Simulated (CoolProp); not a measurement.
Properties of neopentane along the isotherm 550 K (Tc = 433.7 K, pc = 3.196 MPa, ω = 0.196).

Model: reference Helmholtz-energy equation of state, Lemmon 2006, in CoolProp. It is a short technical equation, of lower accuracy than the large ones.

```
p (MPa)          phase       Z  expansivity (1/kK)
-------  -------------  ------  ------------------
0.479              gas  0.9768               1.971
0.959              gas     ___               2.144
1.44               gas     ___               2.338
1.92               gas  0.9053               2.556
2.4                gas  0.8811               2.800
2.88               gas     ___               3.072
3.36     supercritical     ___               3.372
3.84     supercritical  0.8084                 ___
4.32     supercritical  0.7848               4.050
4.79     supercritical  0.7624               4.411
```

**Question.** What belongs in the gaps?

**Answer.** 
- 0.959, Z: 0.9533
- 1.44, Z: 0.9294
- 2.88, Z: 0.8567
- 3.36, Z: 0.8324
- 3.84, expansivity (1/kK): 3.699
